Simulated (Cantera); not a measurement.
Feed: 1 mol Si, 1 mol HCl, 14 mol H₂, equilibrated at 450 °C and 12000 Pa.

Cantera equilibrium calculation (NASA polynomials, part measured and part estimated; ideal gas, pure solids and liquids). Candidate condensed phases: Si; 19 gas species. Equilibrium is a limit: real reactors are often held back by kinetics, nucleation or transport.

Base state: H₂ 0.981, SiCl₄ 0.0112, SiHCl₃ 0.00736, HCl 0.000445, SiH₂Cl₂ 0.000336 (mole fractions); condensed: Si(s).

### Question
What changes in the equilibrium state with this change: HCl from 1 to 2.6 mol?

### Answer
```json
[
 {"species": "H₂", "before": "0.981", "after": "0.955"},
 {"species": "SiCl₄", "before": "0.0112", "after": "0.0293"},
 {"species": "SiHCl₃", "before": "0.00736", "after": "0.0150"},
 {"species": "SiH₂Cl₂", "before": "0.000336", "after": "0.000529"},
 {"species": "HCl", "before": "0.000445", "after": "0.000559"},
 {"species": "Si(s), mol", "before": "0.722", "after": "0.289"}
]
```
